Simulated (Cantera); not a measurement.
Mixture: 35.1 % H₂, 8.78 % O₂, 53.4 % N₂, 2.74 % CO₂, at 3.40 bar, adiabatic and at constant volume. Ignition delay is the time to a rise of 400 K.

Detailed kinetics in Cantera: GRI-Mech 3.0 (53 species, 325 reactions). The hydrogen kinetics of GRI-Mech 3.0 are dated; newer H2 mechanisms differ, most at raised pressure. Where the delays flatten at high temperature, the 400 K rule measures the pace of heat release, not the induction time.

**Question.** Predict: delay at 1225 K; delay at 1425 K; delay at 1625 K; delay at 1825 K.

**Answer.** 
```json
{
  "delay at 1225 K": "20.8 µs",
  "delay at 1425 K": "7.49 µs",
  "delay at 1625 K": "4.36 µs",
  "delay at 1825 K": "3.42 µs"
}
```
